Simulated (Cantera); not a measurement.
## Transport properties of process gases

Gas mixture: N₂O = 0.46 (molar parts), at 1.00 bar, frozen composition.

Cantera's kinetic-theory transport with the Lennard-Jones parameters of GRI-Mech 3.0, ideal gas; thermal conductivity in the multicomponent form.

| T (K) | ρ (kg/m³) | cp (J/kg/K) | μ (µPa s) | λ (mW/m/K) | Pr | D (cm²/s) H₂O | D (cm²/s) CH₄ | D (cm²/s) CH₃ |
|---|---|---|---|---|---|---|---|---|
| 400 | 1.32 | 970.3 | 19.5 | 25.3 | 0.746 | 0.296 | 0.295 | 0.297 |
| 500 | 1.06 | 1043 | 23.6 | 33.0 | 0.745 | 0.457 | 0.440 | 0.444 |
| 600 | 0.882 | 1101 | 27.3 | 40.4 | 0.744 | 0.648 | 0.608 | 0.612 |
| 700 | 0.756 | 1150 | 30.8 | 47.7 | 0.743 | 0.864 | 0.795 | 0.801 |
| 800 | 0.662 | 1192 | 34.0 | 54.7 | 0.742 | 1.10 | 1.00 | 1.01 |
| 900 | 0.588 | 1227 | 37.1 | 61.4 | 0.741 | 1.37 | 1.23 | 1.23 |
| 1000 | 0.529 | 1255 | 40.0 | 67.9 | 0.740 | 1.65 | 1.47 | 1.48 |
D: mixture-averaged diffusion coefficient of that species in the mixture.
